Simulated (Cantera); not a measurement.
Input (Python, Cantera):

```python
import numpy as np
import cantera as ct

gas = ct.Solution("gri30.yaml")
gas.TPX = 1525, 100000, {'CH4': 1, 'H2': 0.036, 'O2': 3.88, 'N2': 33}
reactor = ct.IdealGasReactor(gas, energy="on", clone=False)
net = ct.ReactorNet([reactor])
net.rtol, net.atol = 1e-08, 1e-16
show = ['CH4', 'H2', 'O2', 'H', 'C2H4', 'N2O', 'CO']
times = np.geomspace(2e-06, 1, 14)

steps = ct.SolutionArray(gas, extra=["t"])
rows = []
print(f"{'t/s':>10s}{'T/K':>9s}{'P/Pa':>11s}" + "".join(f"{s:>11s}" for s in show))
for t in times:
    while net.time < t:
        t_next = net.step()
        steps.append(gas.state, t=t_next)
    rows.append([np.interp(t, steps.t, y) for y in (steps.T, steps.P, *steps(*show).X.T)])
    print(f"{t:10.3e}{rows[-1][0]:9.1f}{rows[-1][1]:11.4g}" + "".join(f"{x:11.3e}" for x in rows[-1][2:]))
rate = np.gradient(steps.T, steps.t)
print("integrator steps:", len(steps.t))
if steps.T.max() > steps.T[0] + 200:
    print(f"time of steepest temperature rise: {steps.t[rate.argmax()]:.4e} s")
gas.TPX = 1525, 100000, {'CH4': 1, 'H2': 0.036, 'O2': 3.88, 'N2': 33}
gas.equilibrate("UV")
print(f"equilibrium (UV): T = {gas.T:.1f} K  " + "  ".join(f"{s} {gas[s].X[0]:.3e}" for s in show))
```

Output:

```
       t/s      T/K       P/Pa        CH4         H2         O2          H       C2H4        N2O         CO
 2.000e-06   1525.0      1e+05  2.637e-02  9.495e-04  1.023e-01  1.025e-08  2.792e-15  9.824e-14  9.452e-14
 5.488e-06   1525.0      1e+05  2.637e-02  9.495e-04  1.023e-01  1.212e-08  1.600e-13  3.831e-13  2.288e-12
 1.506e-05   1525.0      1e+05  2.637e-02  9.495e-04  1.023e-01  1.367e-08  6.962e-12  1.773e-12  3.788e-11
 4.132e-05   1525.0      1e+05  2.637e-02  9.497e-04  1.023e-01  1.824e-08  2.241e-10  9.795e-12  6.803e-10
 1.134e-04   1525.0      1e+05  2.636e-02  9.501e-04  1.023e-01  3.579e-08  7.782e-09  5.897e-11  1.731e-08
 3.111e-04   1525.0      1e+05  2.630e-02  9.527e-04  1.023e-01  1.493e-07  4.809e-07  3.229e-10  9.087e-07
 8.537e-04   1532.3  1.005e+05  2.484e-02  1.175e-03  1.014e-01  3.332e-06  8.192e-05  2.863e-09  2.125e-04
 2.343e-03   2230.3  1.465e+05  4.551e-19  3.681e-04  4.855e-02  1.455e-04 -2.656e-29  5.205e-07  1.013e-03
 6.428e-03   2237.0  1.468e+05  5.380e-21  2.810e-04  4.847e-02  9.644e-05  5.541e-32  4.561e-07  7.466e-04
 1.764e-02   2235.8  1.468e+05  5.301e-21  2.797e-04  4.825e-02  9.560e-05  5.388e-32  4.548e-07  7.426e-04
 4.840e-02   2232.8  1.466e+05  5.115e-21  2.766e-04  4.771e-02  9.359e-05  5.016e-32  4.528e-07  7.330e-04
 1.328e-01   2227.2  1.462e+05  4.770e-21  2.708e-04  4.668e-02  8.990e-05  4.364e-32  4.518e-07  7.150e-04
 3.644e-01   2221.7  1.458e+05  4.444e-21  2.652e-04  4.568e-02  8.640e-05  3.795e-32  4.544e-07  6.979e-04
 1.000e+00   2220.4  1.457e+05  4.371e-21  2.639e-04  4.544e-02  8.560e-05  3.672e-32  4.554e-07  6.939e-04
integrator steps: 1820
time of steepest temperature rise: 1.1744e-03 s
equilibrium (UV): T = 2220.4 K  CH4 6.875e-21  H2 2.639e-04  O2 4.544e-02  H 8.559e-05  C2H4 4.695e-32  N2O 4.554e-07  CO 6.939e-04
```

Computed with Cantera and GRI-Mech 3.0 (53 species, 325 reactions).
